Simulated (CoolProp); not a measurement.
A single-stage vapour-compression cycle with R410A: evaporating at 238.15 K (dew point), condensing at 299.15 K (bubble point), superheat 8 K, subcooling 5 K, compressor efficiency 0.6, no pressure losses. Each further row changes one setting.

The numbers come from the reference Helmholtz-energy equation of state, Lemmon 2003 in CoolProp. It is a pseudo-pure fit of the blend.

```
case                              cooling COP  pressure ratio  discharge temperature (K)  refrigerating effect (kJ/kg)  volumetric capacity (kJ/m³)
--------------------------------  -----------  --------------  -------------------------  ----------------------------  ---------------------------
as stated                                1.76            7.80                      380.0                           181                         1500
evaporating temperature 243.15 K         2.00            6.32                      371.7                           184                         1850
condensing temperature 294.15 K          1.98             [?]                      370.8                           [?]                         1560
subcooling 10 K                           [?]            7.80                      380.0                           190                         1560
superheat 18 K                           1.75            7.80                        [?]                           190                          [?]
compressor efficiency 0.5                 [?]            7.80                      399.7                           181                         1500
```

**Question.** Some entries are withheld; supply them.

**Answer.** 
- condensing temperature 294.15 K, pressure ratio: 6.82
- condensing temperature 294.15 K, refrigerating effect (kJ/kg): 189
- subcooling 10 K, cooling COP: 1.84
- superheat 18 K, discharge temperature (K): 393.2
- superheat 18 K, volumetric capacity (kJ/m³): 1490
- compressor efficiency 0.5, cooling COP: 1.47
